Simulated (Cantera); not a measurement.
Input: 1 mol SiO₂, 280 mol H₂, equilibrated at 100000 Pa.

These are equilibrium values from Cantera (NASA tables, ideal gas, pure condensed phases), not measurements of a reactor. Candidate condensed phases: H₂O, Si, SiO₂; 18 gas species. The tables hold silica as quartz up to 1696 K and as liquid above; real silica turns to tridymite and cristobalite and melts near 1996 K. The numbers say what is thermodynamically allowed, not how fast it happens.

Which condensed phases are stable at each of these points (T (K)): 1098, 1198, 1298, 1398, 1498, 1598, 1698, 1798, 1898, 1998?


| T (K) | condensed phases | Si condensed (%) |
|---|---|---|
| 1098 | SiO₂(β-quartz) | 100.0 |
| 1198 | SiO₂(β-quartz) | 100.0 |
| 1298 | SiO₂(β-quartz) | 100.0 |
| 1398 | SiO₂(β-quartz) | 99.8 |
| 1498 | SiO₂(β-quartz) | 98.9 |
| 1598 | SiO₂(β-quartz) | 95.6 |
| 1698 | SiO₂(condensed) | 85.6 |
| 1798 | SiO₂(condensed) | 59.3 |
| 1898 | gas only | 0.0 |
| 1998 | gas only | 0.0 |

From 1098 K to 1598 K the condensed part is SiO₂(β-quartz). From 1698 K to 1798 K the condensed part is SiO₂(condensed). From 1898 K to 1998 K nothing is condensed.
